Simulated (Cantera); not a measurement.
Charge: 1 mol Fe₂O₃, 5.7 mol CO, 3.6 mol C, at 1000 °C and 13300 Pa.

Method: chemical equilibrium by Gibbs-energy minimisation in Cantera with the NASA 1993 tables (ideal gas, pure condensed phases). Candidate condensed phases: C, Fe, Fe(CO)₅, FeO, Fe₂O₃, Fe₃O₄; 15 gas species. Condensed phases not in the tables: cementite and carbon dissolved in iron. Rates play no part.

Base state: CO 0.999, CO₂ 0.000956 (mole fractions); condensed: C(graphite) + Fe(γ).

**Question.** What changes in the equilibrium state with this change: temperature from 1000 °C to 2025 °C?

**Answer.** 
```csv
species,before,after
CO,0.999,0.951
Fe,3.73e-9,0.0491
CO₂,0.000956,9.05e-7
"C(graphite), mol",0.608,0.600
"Fe(γ), mol",2.00,0
"Fe(l), mol",0,1.55
```
Iron dissolves carbon and melts from about 1420 K in contact with it, which pure phases cannot show.

**Question.** What changes in the equilibrium state with this change: temperature from 1000 °C to 2327 °C?

**Answer.** 
| species | before | after |
|---|---|---|
| CO | 0.999 | 0.813 |
| Fe | 3.73e-9 | 0.187 |
| C₃ | <1e-9 | 1.66e-5 |
| CO₂ | 0.000956 | 2.61e-7 |
| C(graphite), mol | 0.608 | 0.599 |
| Fe(γ), mol | 2.00 | 0 |
